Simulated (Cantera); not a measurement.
A closed system holds: 1 mol SiCl4, 10 mol N2, held at 17.0 Pa.

These are equilibrium values from Cantera (NASA tables, ideal gas, pure condensed phases), not measurements of a reactor. Candidate condensed phases: Si, Si3N4; 13 gas species. The tables' values for SiCl3 are old estimates; treat these amounts as uncertain. The numbers say what is thermodynamically allowed, not how fast it happens.

x: gas mole fraction; nothing condenses.

```json
[
 {"T (K)": "898", "x N2": "0.909", "x SiCl4": "0.0909", "x Cl": "7.81e-7", "x SiCl3": "8.21e-7", "x SiCl2": "3.59e-10", "x Cl2": "…"},
 {"T (K)": "948", "x N2": "0.909", "x SiCl4": "0.0909", "x Cl": "3.16e-6", "x SiCl3": "3.27e-6", "x SiCl2": "3.98e-9", "x Cl2": "…"},
 {"T (K)": "998", "x N2": "0.909", "x SiCl4": "0.0909", "x Cl": "1.11e-5", "x SiCl3": "1.13e-5", "x SiCl2": "3.47e-8", "x Cl2": "…"},
 {"T (K)": "1048", "x N2": "0.909", "x SiCl4": "0.0909", "x Cl": "3.47e-5", "x SiCl3": "3.49e-5", "x SiCl2": "2.45e-7", "x Cl2": "…"},
 {"T (K)": "1098", "x N2": "0.909", "x SiCl4": "0.0908", "x Cl": "9.78e-5", "x SiCl3": "9.64e-5", "x SiCl2": "1.44e-6", "x Cl2": "…"},
 {"T (K)": "1148", "x N2": "0.909", "x SiCl4": "0.0906", "x Cl": "0.000253", "x SiCl3": "0.000242", "x SiCl2": "7.15e-6", "x Cl2": "…"},
 {"T (K)": "1198", "x N2": "0.909", "x SiCl4": "0.0903", "x Cl": "0.000612", "x SiCl3": "0.000557", "x SiCl2": "3.04e-5", "x Cl2": "…"},
 {"T (K)": "1248", "x N2": "0.908", "x SiCl4": "0.0895", "x Cl": "0.00139", "x SiCl3": "0.00118", "x SiCl2": "0.000112", "x Cl2": "…"},
 {"T (K)": "1298", "x N2": "0.906", "x SiCl4": "0.0880", "x Cl": "0.00301", "x SiCl3": "0.00231", "x SiCl2": "0.000361", "x Cl2": "…"},
 {"T (K)": "1348", "x N2": "0.903", "x SiCl4": "0.0851", "x Cl": "0.00620", "x SiCl3": "0.00418", "x SiCl2": "0.00103", "x Cl2": "…"},
 {"T (K)": "1398", "x N2": "0.898", "x SiCl4": "0.0802", "x Cl": "0.0122", "x SiCl3": "0.00701", "x SiCl2": "0.00261", "x Cl2": "…"},
 {"T (K)": "1448", "x N2": "0.888", "x SiCl4": "0.0720", "x Cl": "0.0227", "x SiCl3": "0.0108", "x SiCl2": "0.00598", "x Cl2": "…"},
 {"T (K)": "1498", "x N2": "0.873", "x SiCl4": "0.0597", "x Cl": "0.0398", "x SiCl3": "0.0152", "x SiCl2": "0.0124", "x Cl2": "…"}
]
```

**Question.** Fill in the missing entries.

**Answer.** 
- 898, x Cl2: 2.04e-8
- 948, x Cl2: 5.80e-8
- 998, x Cl2: 1.48e-7
- 1048, x Cl2: 3.44e-7
- 1098, x Cl2: 7.44e-7
- 1148, x Cl2: 1.52e-6
- 1198, x Cl2: 2.97e-6
- 1248, x Cl2: 5.62e-6
- 1298, x Cl2: 1.04e-5
- 1348, x Cl2: 1.86e-5
- 1398, x Cl2: 3.21e-5
- 1448, x Cl2: 5.29e-5
- 1498, x Cl2: 8.09e-5
